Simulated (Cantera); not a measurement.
A closed system holds: 1 mol NaOH, 4.6 mol H2O, 0.027 mol O2, equilibrated at 13.3 mbar.

Method: chemical equilibrium by Gibbs-energy minimisation in Cantera with the NASA 1993 tables (ideal gas, pure condensed phases). Candidate condensed phases: H2O, Na, NaOH, NaO2, Na2O, Na2O2; 16 gas species. Kinetics and transport are ignored.

x: gas mole fraction; n: condensed amount in mol.

| T (K) | x H2O | x NaOH | x Na | x O2 | x Na2(OH)2 | n NaOH(l) |
|---|---|---|---|---|---|---|
| 625 | 0.994 | 1.37e-9 | <1e-12 | 0.00584 | 1.40e-10 | 1.00 |
| 725 | 0.994 | 3.24e-7 | <1e-12 | 0.00584 | 2.51e-8 | 1.000 |
| 825 | 0.994 | 1.91e-5 | 1.57e-11 | 0.00584 | 1.11e-6 | 1.000 |
| 925 | 0.994 | (withheld) | (withheld) | 0.00583 | (withheld) | 0.998 |
| 1025 | 0.989 | 0.00535 | 7.59e-7 | 0.00580 | 0.000185 | 0.973 |
| 1125 | 0.953 | 0.0404 | 3.85e-5 | 0.00560 | 0.00109 | 0.794 |
| 1225 | 0.820 | 0.171 | 0.000870 | 0.00502 | 0.00298 | 0 |
| 1325 | 0.818 | 0.173 | (withheld) | (withheld) | (withheld) | 0 |
| 1425 | 0.816 | 0.167 | 0.00923 | 0.00706 | 0.000145 | 0 |

### Question
Fill in the missing entries.

### Answer

- 1325, x Na: 0.00324
- 1325, x O2: 0.00559
- 1325, x Na2(OH)2: 0.000613
- 925, x NaOH: 0.000443
- 925, x Na: 6.32e-9
- 925, x Na2(OH)2: 1.97e-5
